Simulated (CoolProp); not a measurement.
Properties of isobutene along the isobar 48.5 bar.

Computed with CoolProp (reference Helmholtz-energy equation of state, Lemmon 2005). It is a short technical equation, of lower accuracy than the large ones.

| T (K) | phase | Z | cv (kJ/(kg K)) | Joule-Thomson coefficient (K/MPa) | isothermal compressibility (1/MPa) | expansivity (1/kK) | fugacity coefficient |
|---|---|---|---|---|---|---|---|
| 173.1 | liquid | 0.2598 | 1.352 | -0.5371 | 0.0007560 | 1.377 | 6.489e-5 |
| 206.8 | liquid | 0.2281 | 1.404 | -0.4998 | 0.001025 | 1.452 | 0.001157 |
| 240.5 | liquid | 0.2063 | 1.478 | -0.4461 | 0.001425 | 1.574 | 0.008140 |
| 274.2 | liquid | 0.1914 | 1.570 | -0.3704 | 0.002058 | 1.764 | 0.03246 |
| 307.9 | liquid | 0.1818 | 1.674 | -0.2593 | 0.003161 | 2.071 | 0.08932 |
| 341.6 | liquid | 0.1771 | 1.787 | -0.07664 | 0.005388 | 2.613 | 0.1903 |
| 375.4 | liquid | 0.1790 | 1.908 | 0.3007 | 0.01130 | 3.790 | 0.3371 |
| 409.1 | liquid | 0.1972 | 2.052 | 1.642 | 0.04404 | 8.447 | 0.5155 |
| 442.8 | supercritical | 0.5049 | 2.220 | 11.99 | 0.5361 | 19.96 | 0.6675 |
